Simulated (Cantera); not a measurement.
Input: 1 mol V2O5, 680 mol H2, 22 mol N2, at 1950 °C and 160000 Pa.

Method: chemical equilibrium by Gibbs-energy minimisation in Cantera with the NASA 1993 tables (ideal gas, pure condensed phases). Candidate condensed phases: H2O, V, VN, VO, V2O3, V2O4, V2O5; 28 gas species. VO: taken at fixed stoichiometry. Kinetics and transport are ignored.

Base state: H2 0.959, N2 0.0313, H 0.00496, H2O 0.00425, VO 2.11e-5, VO2 1.14e-5 (mole fractions); condensed: VO(l).

What changes in the equilibrium state with this change: pressure from 160000 Pa to 20.0 Pa?


| species | before | after |
|---|---|---|
| H2 | 0.959 | 0.614 |
| H | 0.00496 | 0.355 |
| N2 | 0.0313 | 0.0257 |
| VO | 2.11e-5 | 0.00132 |
| O | 1.14e-8 | 9.19e-5 |
| OH | 3.18e-6 | 0.000229 |
| VO2 | 1.14e-5 | 0.000723 |
| V | 4.63e-6 | 0.000288 |
| VO(l), mol | 1.97 | 0 |

What changes in the equilibrium state with this change: temperature from 1950 °C to 752 °C?


| species | before | after |
|---|---|---|
| H2 | 0.959 | 0.966 |
| N2 | 0.0313 | 0.0313 |
| H2O | 0.00425 | 0.00285 |
| H | 0.00496 | 3.38e-9 |
| VO | 2.11e-5 | <1e-9 |
| VO2 | 1.14e-5 | <1e-9 |
| NH3 | 3.83e-6 | 0.000133 |
| VO(l), mol | 1.97 | 0 |
| V2O3(s), mol | 0 | 1.00 |
Condensed phases not in the tables: the oxides between V2O3 and V2O5 other than VO2.
